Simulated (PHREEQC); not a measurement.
PHREEQC input (Pitzer model, pitzer.dat):

```
SOLUTION 1
  temp 25
  units mol/kgw
  pH 7 charge
  Cl 0.079
  Na 0.098
  S(6) 0.01
  K 0.029
  B 0.056
END
USE solution 1
INCREMENTAL_REACTIONS false
REACTION 1
  H2O -1
  0 9.886 18.011 24.689 30.178 34.689 38.397 41.444
  43.949 46.007 47.699 49.089 50.232 51.172 51.944 52.578
  53.1 53.528 53.88 54.17 54.408 54.603 54.764 54.896
  55.005 55.094 55.168 55.228 moles
EQUILIBRIUM_PHASES 1
  Arcanite 0 0
  Glaserite 0 0
  Halite 0 0
  Mirabilite 0 0
  Misenite 0 0
  Sylvite 0 0
  Thenardite 0 0
  Borax 0 0
  Boric_acid,s 0 0
  KB5O8:4H2O 0 0
  K2B4O7:4H2O 0 0
  NaBO2:4H2O 0 0
  NaB5O8:5H2O 0 0
  Teepleite 0 0
SELECTED_OUTPUT 1
  -reset false
  -pH true
  -pe true
  -ionic_strength true
  -water true
  -activities H2O
  -totals B Cl K Na S
  -molalities H+ Na+ K+ Cl- SO4-2 B(OH)3 OH- HSO4- B(OH)4- B3O3(OH)4-
    B4O5(OH)4-2
  -equilibrium_phases Arcanite Glaserite Halite Mirabilite Misenite Sylvite Thenardite Borax Boric_acid,s KB5O8:4H2O
    K2B4O7:4H2O NaBO2:4H2O NaB5O8:5H2O Teepleite
PRINT
  -reset false
END
```

Selected output (columns that matter, 13 of 28 rows; water left (kg) added in front):

```
water left (kg)	pH	mu	B	Cl	K	Na	S	m_H+	m_Na+	la_H2O	Glaserite	Halite	Sylvite	Borax
1	9.1076	0.13723	0.056	0.079	0.029	0.098	0.01	1.0261e-09	0.098	-0.0019238	0	0	0	0
0.67559	9.0975	0.20371	0.08289	0.11693	0.042925	0.14506	0.014802	1.0805e-09	0.14506	-0.0027835	0	0	0	0
0.456508	9.091	0.3032	0.12267	0.17305	0.063526	0.21467	0.021905	1.1242e-09	0.21467	-0.0039964	0	0	0	0
0.253763	9.0831	0.55305	0.22068	0.31131	0.11428	0.38619	0.039407	1.1686e-09	0.38619	-0.0068062	0	0	0	0
0.171705	9.0739	0.82644	0.32614	0.46009	0.16889	0.57075	0.058239	1.1842e-09	0.57075	-0.009699	0	0	0	0
0.115987	9.0421	1.1786	0.39514	0.68111	0.25003	0.80108	0.086216	1.219e-09	0.80108	-0.013549	0	0	0	0.0025423
0.0639045	8.9391	1.9098	0.33784	1.2362	0.4538	1.2643	0.15648	1.3079e-09	1.2643	-0.022543	0	0	0	0.0086026
0.0428595	8.8553	2.7304	0.30983	1.8432	0.67663	1.7882	0.23332	1.2741e-09	1.7882	-0.033233	0	0	0	0.01068
0.0286778	8.7585	3.9759	0.29002	2.7547	1.0112	2.5859	0.3487	1.0904e-09	2.5859	-0.051024	0	0	0	0.011921
0.0190877	8.6494	5.8773	0.27812	4.1388	1.5193	3.8063	0.5239	7.2752e-10	3.8063	-0.082443	0	0	0	0.012673
0.0126203	8.4786	7.6762	0.25601	6.2598	1.7424	5.4895	0.42207	4.3832e-10	5.4895	-0.13265	0.0023367	0	0	0.013192
0.00664002	8.4858	7.9379	0.26966	6.9257	2.1978	5.4319	0.28458	3.7286e-10	5.4319	-0.14472	0.0040552	0.030772	0.0022412	0.013552
0.00420969	8.4858	7.9379	0.26966	6.9257	2.1978	5.4319	0.28458	3.7286e-10	5.4319	-0.14472	0.004401	0.0433	0.0065451	0.013716
```
